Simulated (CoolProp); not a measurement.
Properties of normal hydrogen at several states.

Model: reference Helmholtz-energy equation of state, Leachman 2009, in CoolProp.

```csv
T (K),p (bar),phase,Z,cp (kJ/(kg K)),Joule-Thomson coefficient (K/MPa),viscosity (µPa s),conductivity (mW/(m K))
760.4,56.1,supercritical,1.015,14.68,-0.5788,17.1,373
670.6,0.271,gas,1.000,14.59,-0.5665,15.6,335
985.6,2.18,gas,1.000,14.97,-0.5898,20.5,455
980.5,3.43,gas,1.001,14.96,-0.5898,20.4,453
992,31.4,supercritical,1.006,14.98,-0.5883,20.6,459
884.7,0.135,gas,1.000,14.81,-0.5893,19.0,416
```

Viscosity comes from a separate model (Muzny 2013). Thermal conductivity comes from a separate model (Assael 2011).
